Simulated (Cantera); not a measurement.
Feed: 1 mol Si, 0.8 mol Cl₂, 17 mol H₂, equilibrated at 1 atm.

These are equilibrium values from Cantera (NASA tables, ideal gas, pure condensed phases), not measurements of a reactor. Candidate condensed phases: Si; 19 gas species. Rates play no part.

Over these rows the condensed part is Si(s). Partial pressures as log10 of bar:

| T (K) | 1000/T (1/K) | log p SiCl₂ | log p H₂ | log p HCl |
|---|---|---|---|---|
| 975 | 1.0256 | -4.27 | -0.01 | -2.24 |
| 1050 | 0.9524 | -3.68 | -0.01 | -1.98 |
| 1125 | 0.8889 | -3.19 | -0.01 | -1.76 |
| 1200 | 0.8333 | -2.78 | -0.01 | -1.59 |
| 1275 | 0.7843 | ? | -0.02 | -1.44 |
| 1350 | 0.7407 | -2.22 | -0.02 | -1.34 |

Fit log p(SiCl₂) = a + b·(1000/T) to the five rows, give the apparent enthalpy, and predict the row at 1275 K.

Means: 1000/T = 0.8882, log p = -3.228. Sxy = -0.345438, Sxx = 0.0477711, so b = -7.23 and a = -3.228 − (-7.23)×0.8882 = 3.19.
Apparent enthalpy: −19.145 × (-7.23) = 138 kJ/mol. With the condensed phases at unit activity, Si(s) + 2 HCl(g) = SiCl₂(g) + H₂(g) links this pressure to the main gases: over the six rows their terms move log p by +1.81 in all, so the slope isn't that reaction's ΔH° alone. The five rows lie within 0.05 of the line.
Prediction at 1275 K: 3.19 + (-7.23)×0.7843 = -2.48. The computed value is -2.46, 0.02 from the line.
